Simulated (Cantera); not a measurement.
## Ca(OH)2 + H2 + H2O + C (calcination and drying)

Feed: 1 mol Ca(OH)2, 0.034 mol H2, 2.9 mol H2O, 0.89 mol C, at 68.0 mbar.

Equilibrium computed with Cantera from the NASA thermochemical tables; the gas is ideal and each condensed phase is pure. Candidate condensed phases: C, C6H6, C7H8, C8H18, Ca, CaCO3, CaO, Ca(OH)2, H2O; 115 gas species. Rates play no part.

```json
[
 {"T (K)": "748", "x H2O": "0.539", "x H2": "0.461", "x CO2": "0.000747", "x CO": "0.000103", "n CaCO3(calcite)": "0.887", "n CaO(s)": "0.113"},
 {"T (K)": "848", "x H2O": "0.531", "x H2": "0.444", "x CO2": "0.0199", "x CO": "0.00539", "n CaCO3(calcite)": "0.788", "n CaO(s)": "0.212"},
 {"T (K)": "948", "x H2O": "0.489", "x H2": "0.326", "x CO2": "0.135", "x CO": "0.0497", "n CaCO3(calcite)": "0", "n CaO(s)": "1.00"},
 {"T (K)": "1048", "x H2O": "0.503", "x H2": "0.313", "x CO2": "0.121", "x CO": "0.0634", "n CaCO3(calcite)": "0", "n CaO(s)": "1.00"},
 {"T (K)": "1148", "x H2O": "0.515", "x H2": "0.301", "x CO2": "0.109", "x CO": "0.0753", "n CaCO3(calcite)": "0", "n CaO(s)": "1.00"},
 {"T (K)": "1248", "x H2O": "0.525", "x H2": "0.291", "x CO2": "0.0991", "x CO": "0.0854", "n CaCO3(calcite)": "0", "n CaO(s)": "1.00"},
 {"T (K)": "1348", "x H2O": "0.533", "x H2": "0.282", "x CO2": "0.0906", "x CO": "0.0939", "n CaCO3(calcite)": "0", "n CaO(s)": "1.00"},
 {"T (K)": "1448", "x H2O": "0.540", "x H2": "0.275", "x CO2": "0.0836", "x CO": "0.101", "n CaCO3(calcite)": "0", "n CaO(s)": "1.000"},
 {"T (K)": "1548", "x H2O": "0.546", "x H2": "0.269", "x CO2": "0.0777", "x CO": "0.107", "n CaCO3(calcite)": "0", "n CaO(s)": "1.000"},
 {"T (K)": "1648", "x H2O": "0.551", "x H2": "0.264", "x CO2": "0.0727", "x CO": "0.112", "n CaCO3(calcite)": "0", "n CaO(s)": "1.000"},
 {"T (K)": "1748", "x H2O": "0.555", "x H2": "0.260", "x CO2": "0.0686", "x CO": "0.116", "n CaCO3(calcite)": "0", "n CaO(s)": "1.000"},
 {"T (K)": "1848", "x H2O": "0.558", "x H2": "0.256", "x CO2": "0.0650", "x CO": "0.119", "n CaCO3(calcite)": "0", "n CaO(s)": "1.000"},
 {"T (K)": "1948", "x H2O": "0.561", "x H2": "0.252", "x CO2": "0.0619", "x CO": "0.122", "n CaCO3(calcite)": "0", "n CaO(s)": "1.000"},
 {"T (K)": "2048", "x H2O": "0.562", "x H2": "0.249", "x CO2": "0.0592", "x CO": "0.125", "n CaCO3(calcite)": "0", "n CaO(s)": "1.000"}
]
```
x: gas mole fraction; n: condensed amount in mol.

From 748 K to 848 K the condensed part is CaCO3(calcite) + CaO(s). From 948 K to 2048 K the condensed part is CaO(s).
